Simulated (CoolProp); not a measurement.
Vapour-liquid equilibrium of fluoroethane (R161) (1) + R1234yf (2) at 308 K; x and y are mole fractions of (1).

Computed with CoolProp (multi-fluid Helmholtz-energy mixture model, Wu 2012 and Lemmon 2022; pair parameters Bell 2016).

```csv
x,"bubble pressure, mixture model (bar)","bubble pressure, Raoult's law (bar)","y, mixture model","y, Raoult's law"
0.05,___,9.071,0.065,0.066
0.2,9.674,9.532,0.246,0.252
0.35,___,9.993,___,0.420
0.5,10.70,10.45,0.558,0.573
0.65,11.15,10.91,___,0.714
0.8,___,11.37,0.827,0.843
0.95,11.89,11.83,___,0.962
```

Question: Complete the blanks.

Answer: 
- 0.05, bubble pressure, mixture model (bar): 9.111
- 0.35, bubble pressure, mixture model (bar): 10.21
- 0.35, y, mixture model: 0.409
- 0.65, y, mixture model: 0.696
- 0.8, bubble pressure, mixture model (bar): 11.54
- 0.95, y, mixture model: 0.957

The largest gap from Raoult's law is +2.4 % in bubble pressure, at x = 0.5. No azeotrope shows between x = 0.05 and 0.95.

Pair parameters are fitted to limited data, so mixtures are less certain than the pure fluids.
